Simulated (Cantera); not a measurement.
A perfectly stirred reactor is fed with CH4 : O2 : N2 = 1 : 2 : 7.52 (molar parts), at 13.0 bar; it is adiabatic with a 698 K inlet, and is followed from long to short residence time, starting on the burning branch (τ in s: 0.15, 0.052, 0.018, 0.006, 0.002, 0.00069, 0.00024, 8e-05, 2.7e-05).

Model: GRI-Mech 3.0 (53 species, 325 reactions), integrated in Cantera. The pressure lies above the range GRI-Mech 3.0 was tuned for (to about 10 atm).

One state of this run: T (K) = 2493; x CH4 = 4.26e-6; x O2 = 0.00585; x NO = 0.00222; x H2 = 0.00422; x H2O = 0.182; x CO2 = 0.0823; x CH2 = 2.10e-7. x: mole fraction; the columns are a selection and need not sum to one.

Which value of τ (s) does it belong to?
A. 0.00024
B. 8.0e-5
C. 0.0060
D. 0.052

C, 0.0060
